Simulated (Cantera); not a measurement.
What does this Cantera script print?

```python
import numpy as np
import cantera as ct

gas_names = [...]  # 65 gases of nasa_gas.yaml made of F, H, N, O
cond_names = """
    H2O(s) H2O(L)
""".split()


# ... load() reads the species with a 1 bar reference pressure and builds the phases ...
atoms = {
    'NF3': {'N': 1, 'F': 3},
    'H2O': {'H': 2, 'O': 1},
    'O2': {'O': 2},
}
top_T = {}  # K; cautious upper limits of use, not melting points


# ... equilibrate(T, P, feed) seeds the gas with the atoms and calls Mixture.equilibrate('TP', solver="vcs", rtol=1e-11, max_steps=5000) ...
results = []
feed = {'NF3': 1, 'H2O': 2.7, 'O2': 0.13}  # mol
P = 220000  # Pa
for T in [2000, 2500, 3000, 3500, 4000, 4500, 5000]:
    mix = equilibrate(T, P, feed)
    results.append((T, P, feed, dict(zip(mix.species_names, mix.species_moles))))

top = {s: max(r[3][s] / sum(r[3][g] for g in gas_names) for r in results) for s in gas_names}
cols = sorted((s for s in top if top[s] > 1e-06), key=lambda s: -top[s])[:9]
seen = [c for c in cond_names if any(r[3].get(c, 0) > 1e-12 for r in results)]
print("log10 of partial pressures in bar; condensed amounts in mol")
print(f"{'T/K':>10s}" + "".join(f"{s[:9]:>10s}" for s in cols + seen))
for T, P, feed, n in results:
    ng = sum(n[g] for g in gas_names)
    print(f"{T:10.4g}" + "".join(f"{np.log10(max(n[s] / ng * P / 1e5, 1e-99)):10.3f}" for s in cols)
          + "".join(f"{n.get(c, 0):10.4g}" for c in seen))
```

Result:

```
log10 of partial pressures in bar; condensed amounts in mol
       T/K        HF         H         O       H2O         F        O2        N2        OH        H2
      2000     0.073    -4.606    -3.407    -0.328    -4.285    -0.465    -0.711    -2.300    -3.635
      2500     0.069    -2.766    -2.082    -0.349    -3.044    -0.485    -0.724    -1.466    -2.332
      3000     0.051    -1.562    -1.221    -0.446    -2.199    -0.549    -0.755    -0.966    -1.520
      3500    -0.008    -0.791    -0.660    -0.755    -1.544    -0.705    -0.820    -0.759    -1.125
      4000    -0.135    -0.371    -0.350    -1.418    -0.974    -1.046    -0.906    -0.876    -1.147
      4500    -0.377    -0.161    -0.255    -2.317    -0.555    -1.603    -0.979    -1.232    -1.400
      5000    -0.774    -0.059    -0.255    -3.244    -0.354    -2.200    -1.041    -1.661    -1.735
```

Equilibrium computed with Cantera from the NASA thermochemical tables; the gas is ideal and each condensed phase is pure.
